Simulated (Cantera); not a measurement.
# Pb + CO + H2 (iron carbonyl, mercury and lead vapours)

Feed: 1 mol Pb, 4.1 mol CO, a varied amount of H2, held at 852 °C and 0.133 bar.

Equilibrium computed with Cantera from the NASA thermochemical tables; the gas is ideal and each condensed phase is pure. Candidate condensed phases: C, C6H6, C7H8, C8H18, H2O, Pb, PbO, PbO2, Pb3O4; 113 gas species. Equilibrium is a limit: real reactors are often held back by kinetics, nucleation or transport.

From 0.25 mol H2 to 6.3 mol H2 the condensed part is C(graphite) + Pb(l). The main Pb-bearing gas is Pb throughout.

| n(H2) (mol) | x CO | x H2 | x CO2 | x H2O | x Pb | x CH4 | x H | x C2H4 | n C(graphite) | n Pb(l) |
|---|---|---|---|---|---|---|---|---|---|---|
| 0.25 | 0.934 | 0.0573 | 0.00680 | 0.000459 | 0.00142 | 1.26e-5 | 2.91e-8 | 4.28e-10 | 0.0313 | 0.994 |
| 1.3 | 0.753 | 0.240 | 0.00441 | 0.00155 | 0.00142 | 0.000221 | 5.96e-8 | 7.50e-9 | 0.0308 | 0.992 |
| 2.3 | 0.635 | 0.358 | 0.00314 | 0.00195 | 0.00142 | 0.000493 | 7.28e-8 | 1.67e-8 | 0.0293 | 0.991 |
| 3.3 | 0.549 | 0.444 | 0.00235 | 0.00209 | 0.00142 | 0.000758 | 8.11e-8 | 2.57e-8 | 0.0272 | 0.990 |
| 4.3 | 0.484 | 0.510 | 0.00183 | 0.00211 | 0.00142 | 0.000999 | 8.69e-8 | 3.39e-8 | 0.0246 | 0.988 |
| 5.3 | 0.433 | 0.561 | 0.00146 | 0.00208 | 0.00142 | 0.00121 | 9.12e-8 | 4.11e-8 | 0.0218 | 0.987 |
| 6.3 | 0.391 | 0.603 | 0.00119 | 0.00202 | 0.00142 | 0.00140 | 9.45e-8 | 4.74e-8 | 0.0188 | 0.985 |
x: gas mole fraction; n: condensed amount in mol.
